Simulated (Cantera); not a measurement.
A closed system holds: 1 mol Si, 0.55 mol H2O, 40 mol N2, equilibrated at 0.900 bar.

Method: chemical equilibrium by Gibbs-energy minimisation in Cantera with the NASA 1993 tables (ideal gas, pure condensed phases). Candidate condensed phases: H2O, Si, SiO2, Si2N2O, Si3N4; 35 gas species. N2 is the only nitrogen source here; it is nearly inert below about 1500 K, so the nitride shown seldom forms there in practice. Mutual solubility and eutectic melting of coexisting phases are not modelled. The tables' values for SiN are old estimates; treat these amounts as uncertain. The tables hold silica as quartz up to 1696 K and as liquid above; real silica turns to tridymite and cristobalite and melts near 1996 K. The numbers say what is thermodynamically allowed, not how fast it happens.

x: gas mole fraction; n: condensed amount in mol.

```tsv
T (K)	x N2	x H2	x SiO	x H	x Si	x Si2N	n SiO2(β-quartz)	n Si2N2O(s)	n SiO2(condensed)	n Si3N4(s)	n Si(l)
948	0.986	0.0137	<1e-12	___	<1e-12	<1e-12	0.0333	0.483	0	0	0
1048	0.986	0.0137	<1e-12	___	<1e-12	<1e-12	0.0333	0.483	0	0	0
1148	0.986	0.0137	1.05e-11	___	<1e-12	<1e-12	0.0332	0.483	0	0	0
1248	0.986	0.0137	7.37e-10	___	<1e-12	<1e-12	0.0332	0.483	0	0	0
1348	0.986	0.0137	2.73e-8	___	<1e-12	<1e-12	0.0331	0.483	0	0	0
1448	0.986	0.0137	6.06e-7	___	<1e-12	<1e-12	0.0331	0.483	0	0	0
1548	0.986	0.0137	8.94e-6	___	1.57e-12	<1e-12	0.0329	0.483	0	0	0
1648	0.986	0.0137	9.42e-5	___	5.76e-11	<1e-12	0.0317	0.482	0	0	0
1748	0.986	0.0137	0.000748	___	1.40e-9	1.01e-12	0	0.474	0.0229	0	0
1848	0.984	0.0136	0.00248	___	4.56e-8	1.66e-10	0	0.450	0	0	0
1948	0.984	0.0136	0.00249	___	2.99e-6	1.33e-7	0	0.450	0	0	0
2048	0.978	0.0134	0.00782	___	4.13e-5	5.58e-6	0	0.233	0	0.0714	0
2148	0.973	0.0131	0.0134	___	0.000244	4.94e-5	0	0	0	0	0.433
```

**Question.** Some entries are withheld; supply them.

**Answer.** 
- 948, x H: 6.47e-11
- 1048, x H: 9.54e-10
- 1148, x H: 8.85e-9
- 1248, x H: 5.77e-8
- 1348, x H: 2.86e-7
- 1448, x H: 1.14e-6
- 1548, x H: 3.80e-6
- 1648, x H: 1.10e-5
- 1748, x H: 2.82e-5
- 1848, x H: 6.53e-5
- 1948, x H: 0.000139
- 2048, x H: 0.000274
- 2148, x H: 0.000503
